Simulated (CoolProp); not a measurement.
Model: reference Helmholtz-energy equation of state, Smukala 2000, in CoolProp.

Task: For ethylene, give the phase and the density (kg/m³), Joule-Thomson coefficient (K/MPa), isothermal compressibility (1/MPa) at 180.4 K and 155 bar.

Result: 
- 180.4 K and 155 bar: liquid; density 568, Joule-Thomson coefficient -0.444, isothermal compressibility 0.00166
